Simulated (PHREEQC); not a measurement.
0.017 g of hydrous ferric oxide (600 m²/g; 0.2 weak and 0.005 strong sites per Fe, Dzombak-Morel constants, diffuse double layer) in 1 kg of water with 0.001 mol/kgw of an inert sodium salt, at 25 °C; the pH is set by adding NaOH or the inert anion's acid. O2 is buffered at 0.21 atm. CO2 from the air is kept out. Precipitation was switched off in this run.

Base run: PHREEQC, ion-association model, wateq4f.dat. Each further column changes one thing. The table gives surface charge σ (C/m²).

```
pH      base  background salt from 0.001 to 0.0001 mol/kgw  oxide from 0.017 to 0.085 g/kgw  5.8e-05 mol/kgw CaCl2 added
----  ------  --------------------------------------------  -------------------------------  ---------------------------
4      0.117                                         0.066                            0.118                            ?
5.5    0.031                                         0.011                            0.031                        0.033
6.5    0.011                                             ?                            0.011                            ?
8      0.000                                         0.000                            0.000                            ?
9.5   -0.008                                        -0.003                           -0.008                       -0.003
10.5  -0.028                                        -0.017                           -0.028                       -0.004
12    -0.200                                             ?                           -0.200                       -0.013
```

Problem. Some entries are withheld; supply them.

Solution. 
- 4, 5.8e-05 mol/kgw CaCl2 added: 0.123
- 6.5, background salt from 0.001 to 0.0001 mol/kgw: 0.004
- 6.5, 5.8e-05 mol/kgw CaCl2 added: 0.012
- 8, 5.8e-05 mol/kgw CaCl2 added: 0.001
- 12, background salt from 0.001 to 0.0001 mol/kgw: -0.196
